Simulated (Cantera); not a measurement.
Feed: 1 mol FeS, 3.4 mol SO₃, 0.16 mol H₂O, at 1452 °C and 0.840 bar.

Cantera equilibrium calculation (NASA polynomials, part measured and part estimated; ideal gas, pure solids and liquids). Candidate condensed phases: Fe, FeO, Fe(OH)₂, Fe(OH)₃, FeS, FeSO₄, FeS₂, Fe₂O₃, Fe₂(SO₄)₃, Fe₃O₄, H₂O, H₂SO₄, S; 22 gas species. Rates play no part.

What is the equilibrium state?


- x(SO₂) = 0.957
- x(H₂O) = 0.0348
- x(O₂) = 0.00679
- x(SO₃) = 0.001000
- x(OH) = 0.000112
- x(SO) = 0.000105
- x(H₂) = 1.20e-5
- x(O) = 5.22e-6
- x(Fe(OH)₂) = 1.03e-6
- n(Fe₃O₄(s)) = 0.333 mol
- gas amount = 4.591 mol
- log10 activity of Fe(δ) (absent) = -4.29
- log10 activity of S(l) (absent) = -6.40
